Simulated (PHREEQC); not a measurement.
Dissolve 0.98 mmol/kgw CaCl2 and 3.8 mmol/kgw MgSO4 at 25 °C. Closed to the air; pH follows from the charge balance.

All values are PHREEQC results (ion-association model, phreeqc.dat), not measurements.

Each row changes one thing in this solution. No solid was allowed to form.

```
case                                    pH  ionic strength (mol/kgw)  Mg+2 (mol/kgw)  SO4-2 (mol/kgw)  MgSO4 (mol/kgw)  HSO4- (mol/kgw)
------------------------------------  ----  ------------------------  --------------  ---------------  ---------------  ---------------
as made                               6.92                    0.0143         0.00301          0.00285         0.000792          2.37e-8
0.0025 mol/kgw H3PO4 added            2.79                    0.0160         0.00298          0.00266         0.000703         0.000290
temperature from 25 to 70 °C          6.30                    0.0120         0.00243          0.00226          0.00137          2.38e-7
MgSO4 from 0.0038 to 0.00076 mol/kgw  6.97                   0.00552        0.000703         0.000646          5.73e-5          5.38e-9
temperature from 25 to 65 °C          6.36                    0.0122         0.00249          0.00232          0.00131          1.87e-7
CaCl2 from 0.00098 to 0.0098 mol/kgw  6.90                    0.0390         0.00333          0.00240         0.000471          1.73e-8
CaCl2 left out                        6.92                    0.0118         0.00294          0.00294         0.000860          2.50e-8
```

Complexes and solids missing from the database can't appear. At this temperature some constants are extrapolated from 25 °C, and those without enthalpy data are left unchanged.
